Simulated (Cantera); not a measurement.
# Pb + N2 + H2 (iron carbonyl, mercury and lead vapours)

A closed system holds: 1 mol Pb, 39 mol N2, 0.9 mol H2, held at 150 Pa.

Cantera equilibrium calculation (NASA polynomials, part measured and part estimated; ideal gas, pure solids and liquids). Candidate condensed phases: Pb; 11 gas species. The numbers say what is thermodynamically allowed, not how fast it happens.

```
T (°C)  log p N2  log p Pb  log p H2  log p H  log p Pb2  log p NH3  n Pb(l)
------  --------  --------  --------  -------  ---------  ---------  -------
502        -2.83     -7.60     -4.47   -14.24       <-14     -10.53    0.999
552        -2.83     -6.84     -4.47   -13.34     -13.73     -10.75    0.996
602        -2.83     -6.17     -4.47   -12.54     -12.61     -10.95    0.982
652        -2.83     -5.57     -4.47   -11.82     -11.60     -11.13    0.929
702        -2.84     -5.04     -4.47   -11.18     -10.71     -11.29    0.755
752        -2.84     -4.56     -4.48   -10.60      -9.90     -11.44    0.246
802        -2.84     -4.44     -4.48   -10.07      -9.80     -11.58        0
852        -2.84     -4.44     -4.48    -9.59      -9.93     -11.70        0
902        -2.84     -4.44     -4.48    -9.15     -10.05     -11.81        0
```
log p: log10 of the partial pressure in bar; n: condensed amount in mol.

From 502 °C to 752 °C the condensed part is Pb(l). From 802 °C to 902 °C nothing is condensed. The main Pb-bearing gas is Pb throughout.
